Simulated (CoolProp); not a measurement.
Vapour-liquid equilibrium of propane (1) + R113 (2) at 334.9 K; x and y are mole fractions of (1).

The numbers come from the multi-fluid Helmholtz-energy mixture model, Lemmon 2009 and Marx 1992; pair parameters Bell 2016 in CoolProp.

| x | bubble pressure, mixture model (kPa) | bubble pressure, Raoult's law (kPa) | y, mixture model | y, Raoult's law |
|---|---|---|---|---|
| 0.05 | 257.3 | 260.1 | 0.394 | 0.422 |
| 0.15 | 455.8 | 463.7 | 0.673 | 0.710 |
| 0.25 | 651.9 | 667.2 | 0.783 | 0.822 |
| 0.35 | 844.1 | 870.8 | 0.843 | 0.882 |
| 0.45 | 1033 | 1074 | 0.881 | 0.919 |
| 0.55 | 1219 | 1278 | 0.909 | 0.944 |
| 0.65 | 1408 | 1482 | 0.931 | 0.963 |
| 0.75 | 1605 | 1685 | 0.951 | 0.977 |
| 0.85 | 1818 | 1889 | 0.970 | 0.987 |
| 0.95 | 2058 | 2092 | 0.989 | 0.996 |

The largest gap from Raoult's law is -5.0 % in bubble pressure, at x = 0.65. No azeotrope shows between x = 0.05 and 0.95.

The pair parameters rest on a limited set of measurements; away from them the model extrapolates.
